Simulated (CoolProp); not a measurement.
Properties of acetone along the isotherm 550 K (Tc = 508.1 K, pc = 4692 kPa, ω = 0.307).

Model: reference Helmholtz-energy equation of state, Lemmon 2006, in CoolProp. It is a short technical equation, of lower accuracy than the large ones.

```
p (kPa)          phase  density (kg/m³)  cp (kJ/(kg K))  fugacity coefficient
-------  -------------  ---------------  --------------  --------------------
37.1               gas           0.4723           1.994                0.9976
56                 gas           0.7138           1.996                0.9964
84.4               gas            1.078           1.998                0.9946
127                gas            1.626           2.002                0.9919
192                gas            2.469           2.007                0.9878
290                gas            3.753           2.015                0.9816
437                gas            5.711           2.028                0.9724
660                gas            8.756           2.049                0.9585
995                gas            13.51           2.083                0.9379
1500               gas            21.14           2.140                0.9074
2260               gas            33.85           2.246                0.8626
3420               gas            57.01           2.476                0.7969
5150     supercritical            106.0           3.156                0.7037
7780     supercritical            277.5           5.716                0.5711
11700    supercritical            422.9           3.395                0.4351
```

The peak of cp marks the crossing from liquid-like to gas-like fluid above the critical point.
